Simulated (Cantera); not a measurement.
Reactions in the system H-O-Ti

Cantera with NASA thermochemical tables; ideal gases at 1 bar, condensed phases pure. Values are per mole of reaction as written; species without (g) are pure solids or liquids, kept so even where they would boil at 1 bar. TiO: taken at fixed stoichiometry.

H₂O(g) + Ti ⇌ TiO + H₂(g)

```tsv
T (K)	ΔH° (kJ)	ΔS° (J/K)	ΔG° (kJ)	log10 K
2225	-243.8	-10.6	-220.2	5.17
2300	-243.6	-10.6	-219.4	4.98
2375	-243.5	-10.5	-218.6	4.81
2450	-243.4	-10.5	-217.8	4.64
2525	-243.3	-10.4	-217.0	4.49
2600	-243.3	-10.4	-216.2	4.34
```
